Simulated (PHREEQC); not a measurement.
A solution holds 0.0064 mol H3PO4 and 0.00019 mol Na2CO3 per kg of water, at 20 °C. Closed to the air; pH follows from the charge balance.

The numbers come from PHREEQC with the ion-association model, phreeqc.dat.

```json
[
 {"quantity": "pH", "before": "2.43", "after": "2.99"},
 {"quantity": "ionic strength (mol/kgw)", "before": "0.00433", "after": "0.00113"},
 {"quantity": "HCO3- (mol/kgw)", "before": "2.28e-8", "after": "1.61e-8"}
]
```

Q: Name the change that produced these shifts.
A) H3PO4 from 0.0064 to 0.00576 mol/kgw
B) H3PO4 replaced by K3PO4 at the same molality
C) H3PO4 left out
D) diluted 5-fold with water
E) H3PO4 replaced by K2HPO4 at the same molality

A: D, diluted 5-fold with water

No solid was allowed to form.
